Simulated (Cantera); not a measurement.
A perfectly stirred reactor is fed with 16.2 % CO, 0.779 % H2, 15.8 % O2, 59.3 % N2, 7.96 % H2O, equivalence ratio 0.54, at 100000 Pa; it is adiabatic with a 550 K inlet, and is followed from long to short residence time, starting on the burning branch (τ in s: 0.1, 0.042, 0.017, 0.0068, 0.0028, 0.0011, 0.00045, 0.00018, 7.4e-05, 3e-05).

Cantera simulation using GRI-Mech 3.0 (53 species, 325 reactions); the numbers are that mechanism's predictions, not measurements.

One state of this run: T (K) = 1773; x CO = 0.0131; x H2 = 0.00131; x O2 = 0.0834; x OH = 0.00424; x NO = 1.76e-5; x CO2 = 0.163. x: mole fraction; the columns are a selection and need not sum to one.

Which value of τ (s) does it belong to?
A) 0.00045
B) 0.00018
C) 0.017
D) 0.0028

D, 0.0028
